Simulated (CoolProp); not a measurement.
Properties of R152A at several states.

Values from CoolProp's reference Helmholtz-energy equation of state, Outcalt 1996. It is a modified Benedict-Webb-Rubin equation, recast in Helmholtz form.

```tsv
T (K)	p (MPa)	phase	cp (kJ/(kg K))	speed of sound (m/s)	Prandtl number
372.5	0.493	gas	1.250	220.7	___
280.3	0.0484	gas	0.9981	___	___
494.1	0.342	gas	___	258.7	0.797
283.7	0.0201	gas	___	201.6	0.830
201.6	18.1	liquid	___	___	___
```

Problem. Complete the blanks.

Solution. 
- 372.5, Prandtl number: 0.804
- 280.3, speed of sound (m/s): 199.4
- 280.3, Prandtl number: 0.842
- 494.1, cp (kJ/(kg K)): 1.463
- 283.7, cp (kJ/(kg K)): 0.9950
- 201.6, cp (kJ/(kg K)): 1.515
- 201.6, speed of sound (m/s): 1199
- 201.6, Prandtl number: 6.91

Viscosity comes from a separate model (Bell 2016), an estimate that may be off by 10 % or more. Thermal conductivity comes from a separate model (Krauss 1996).
